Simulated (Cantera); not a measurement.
Input: 1 mol PbO, 3.6 mol C, 7.4 mol N2, equilibrated at 2523 K and 0.0100 bar.

Method: chemical equilibrium by Gibbs-energy minimisation in Cantera with the NASA 1993 tables (ideal gas, pure condensed phases). Candidate condensed phases: C, Pb, PbO, PbO2, Pb3O4; 27 gas species. Equilibrium is a limit: real reactors are often held back by kinetics, nucleation or transport.

Task: What is the equilibrium state?

Result: 
```json
{
 "x(N2)": "0.786",
 "x(CO)": "0.106",
 "x(Pb)": "0.106",
 "x(CN)": "0.00110",
 "x(C3)": "7.09e-5",
 "x(C2N2)": "7.00e-5",
 "x(C)": "2.28e-5",
 "x(C2)": "6.56e-6",
 "x(N)": "3.20e-6",
 "n(C(graphite))": "2.59 mol",
 "gas_amount": "9.406 mol",
 "log10 activity of Pb(l) (absent)": "-3.88"
}
```
